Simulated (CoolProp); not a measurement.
Carbon monoxide along the isotherm 114.1 K: fugacity coefficient from the reference equation and from simpler models built on Tc = 132.9 K, pc = 3498 kPa, ω = 0.050; each cubic takes its own stable root.

Values from CoolProp's reference Helmholtz-energy equation of state, Lemmon 2006. It is a short technical equation, of lower accuracy than the large ones.

| p (kPa) | phase | reference | Redlich-Kwong | Soave-Redlich-Kwong |
|---|---|---|---|---|
| 2330 | liquid | 0.4882 | 0.4980 | ? |
| 4660 | liquid | 0.2719 | ? | ? |
| 7000 | liquid | 0.2011 | 0.2068 | 0.2042 |
| 9330 | liquid | 0.1672 | 0.1723 | 0.1701 |
| 11700 | liquid | 0.1478 | 0.1524 | 0.1505 |
| 14000 | liquid | ? | 0.1406 | 0.1388 |
| 16300 | liquid | 0.1289 | 0.1331 | 0.1313 |
| 18700 | liquid | 0.1242 | 0.1282 | ? |
| 21000 | liquid | 0.1216 | 0.1254 | 0.1237 |
| 23300 | liquid | 0.1204 | 0.1241 | ? |
| 25700 | liquid | 0.1202 | 0.1238 | 0.1221 |
| 28000 | liquid | 0.1210 | 0.1245 | 0.1228 |
| 30300 | liquid | 0.1225 | 0.1259 | 0.1242 |
| 32600 | liquid | 0.1247 | 0.1280 | 0.1262 |
| 35000 | liquid | 0.1276 | ? | ? |

Problem. Fill in the missing entries.

Solution. 
- 2330, Soave-Redlich-Kwong: 0.4923
- 4660, Redlich-Kwong: 0.2786
- 4660, Soave-Redlich-Kwong: 0.2753
- 14000, reference: 0.1362
- 18700, Soave-Redlich-Kwong: 0.1265
- 23300, Soave-Redlich-Kwong: 0.1224
- 35000, Redlich-Kwong: 0.1308
- 35000, Soave-Redlich-Kwong: 0.1290
